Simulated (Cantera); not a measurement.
**Thermodynamics of oxide etching and cleaning by halides, feed SiO2 + F2 + H2**

Feed: 1 mol SiO2, 1 mol F2, a varied amount of H2, held at 1698 K and 10.0 mbar.

Method: chemical equilibrium by Gibbs-energy minimisation in Cantera with the NASA 1993 tables (ideal gas, pure condensed phases). Candidate condensed phases: H2O, Si, SiO2; 38 gas species. The tables' values for SiF3, SiF2 are old estimates; treat these amounts as uncertain. The tables hold silica as quartz up to 1696 K and as liquid above; real silica turns to tridymite and cristobalite and melts near 1996 K. Rates play no part.

| n(H2) (mol) | log p HF | log p H2 | log p H2O | log p SiF4 | log p O2 | log p SiO | log p H | log p SiF3 | n SiO2(condensed) |
|---|---|---|---|---|---|---|---|---|---|
| 0.92 | -2.06 | -6.16 | -3.29 | -3.33 | -3.67 | -9.45 | -6.92 | -6.83 | 0.912 |
| 1.6 | -2.16 | -2.63 | -3.33 | -3.65 | -10.82 | -5.87 | -5.15 | -5.28 | 0.941 |
| 2.2 | -2.25 | -2.42 | -3.45 | -3.77 | -11.47 | -5.55 | -5.05 | -5.21 | 0.944 |
| 2.9 | -2.33 | -2.31 | -3.56 | -3.89 | -11.92 | -5.33 | -4.99 | -5.19 | 0.946 |
| 3.6 | -2.40 | -2.24 | -3.65 | -3.99 | -12.22 | -5.17 | -4.96 | -5.19 | 0.947 |
| 4.2 | -2.45 | -2.21 | -3.72 | -4.07 | -12.42 | -5.07 | -4.94 | -5.20 | 0.948 |
| 4.9 | -2.51 | -2.18 | -3.78 | -4.15 | -12.62 | -4.97 | -4.93 | -5.21 | 0.948 |
| 5.6 | -2.56 | -2.16 | -3.84 | -4.22 | -12.78 | -4.90 | -4.92 | -5.23 | 0.948 |
| 6.2 | -2.59 | -2.14 | -3.88 | -4.28 | -12.89 | -4.84 | -4.91 | -5.24 | 0.948 |
| 6.9 | -2.63 | -2.13 | -3.93 | -4.35 | -13.01 | -4.78 | -4.90 | -5.26 | 0.947 |
| 7.6 | -2.67 | -2.12 | -3.97 | -4.41 | -13.12 | -4.73 | -4.90 | -5.28 | 0.946 |
| 8.2 | -2.69 | -2.11 | -4.00 | -4.46 | -13.19 | -4.69 | -4.89 | -5.30 | 0.944 |
log p: log10 of the partial pressure in bar; n: condensed amount in mol.

From 0.92 mol H2 to 8.2 mol H2 the condensed part is SiO2(condensed). The main Si-bearing gas is SiF4 throughout.
